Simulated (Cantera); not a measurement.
Input (Python, Cantera):

```python
import numpy as np
import cantera as ct

gas = ct.Solution("h2o2.yaml")
gas.TPX = 1350, 43000, {'H2': 0.42, 'O2': 1, 'N2': 6.1}
inlet = ct.Reservoir(gas, clone=True)

reactor = ct.IdealGasConstPressureReactor(gas, energy="off", clone=False)
exhaust = ct.Reservoir(gas, clone=True)
tau = [15, 3.6, 0.91, 0.22, 0.056, 0.014, 0.0034, 0.00086, 0.00021][0]
for a, b in ((inlet, reactor), (reactor, exhaust)):
    ct.MassFlowController(a, b, mdot=lambda t: reactor.mass / tau)
net = ct.ReactorNet([reactor])
show = ['H2', 'O2', 'O', 'OH', 'H2O2', 'H2O', 'H']

rows = []
print(f"{'tau/s':>10s}{'T/K':>9s}" + "".join(f"{s:>11s}" for s in show))
for tau in [15, 3.6, 0.91, 0.22, 0.056, 0.014, 0.0034, 0.00086, 0.00021]:
    net.initial_time = 0.0
    net.advance(30 * tau)
    before = gas.X
    net.advance(40 * tau)
    drift = np.max(np.abs(gas.X - before) / (gas.X + 1e-9))
    rows.append([gas.T, *gas[show].X, drift])
    print(f"{tau:10.3e}{gas.T:9.1f}" + "".join(f"{x:11.3e}" for x in gas[show].X))
```

Result:

```
     tau/s      T/K         H2         O2          O         OH       H2O2        H2O          H
 1.500e+01   1350.0  5.631e-06  1.080e-01  7.519e-06  8.551e-05  2.252e-08  5.741e-02  1.913e-07
 3.600e+00   1350.0  1.448e-05  1.080e-01  1.957e-05  1.371e-04  4.763e-08  5.737e-02  7.969e-07
 9.100e-01   1350.0  3.580e-05  1.080e-01  4.949e-05  2.165e-04  9.301e-08  5.730e-02  3.174e-06
 2.200e-01   1350.0  9.032e-05  1.079e-01  1.290e-04  3.476e-04  1.750e-07  5.717e-02  1.322e-05
 5.600e-02   1350.0  2.172e-04  1.078e-01  3.221e-04  5.498e-04  3.035e-07  5.691e-02  5.201e-05
 1.400e-02   1350.0  5.169e-04  1.076e-01  7.982e-04  8.787e-04  4.980e-07  5.633e-02  2.051e-04
 3.400e-03   1350.0  1.218e-03  1.073e-01  1.936e-03  1.418e-03  7.643e-07  5.498e-02  8.024e-04
 8.600e-04   1350.0  2.708e-03  1.068e-01  4.224e-03  2.203e-03  1.047e-06  5.191e-02  2.750e-03
 2.100e-04   1350.0  5.908e-03  1.068e-01  7.783e-03  3.203e-03  1.267e-06  4.536e-02  7.626e-03
```

Detailed kinetics in Cantera: the H2/O2 subset of GRI-Mech 3.0, which has no nitrogen chemistry. The temperature is held fixed by assumption; the heat of reaction is taken as removed at once.
